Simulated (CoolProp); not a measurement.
Vapour-liquid equilibrium of carbon dioxide (1) + isobutane (2) at 0.66 MPa; x and y are mole fractions of (1).

Model: multi-fluid Helmholtz-energy mixture model, Span 1996 and Bücker 2006; pair parameters Kunz 2012, in CoolProp.

```csv
x,"bubble temperature, mixture model (K)","bubble temperature, Raoult's law (K)","y, mixture model","y, Raoult's law"
0.05,297.2,298.4,0.467,0.491
0.125,269.7,278.2,0.788,0.752
0.2,…,265.5,0.893,0.856
0.275,243.9,256.5,…,0.909
0.35,238.0,249.7,0.952,0.938
0.425,234.2,244.4,0.963,0.957
0.5,231.7,239.9,0.969,0.970
0.575,229.9,236.2,0.973,0.978
0.65,228.5,233.0,0.977,0.985
0.725,227.3,230.2,…,0.990
0.8,226.2,227.8,0.984,0.993
0.875,224.9,225.6,0.988,0.996
0.95,223.4,223.6,0.994,0.999
```

Complete the blanks.


- 0.2, bubble temperature, mixture model (K): 253.5
- 0.275, y, mixture model: 0.933
- 0.725, y, mixture model: 0.980

The largest gap from Raoult's law is -12.6 K in bubble temperature, at x = 0.275. No azeotrope shows between x = 0.05 and 0.95.

Pair parameters are fitted to limited data, so mixtures are less certain than the pure fluids. With so large a gap from Raoult's law the liquid may split in two, which this calculation doesn't test in full.
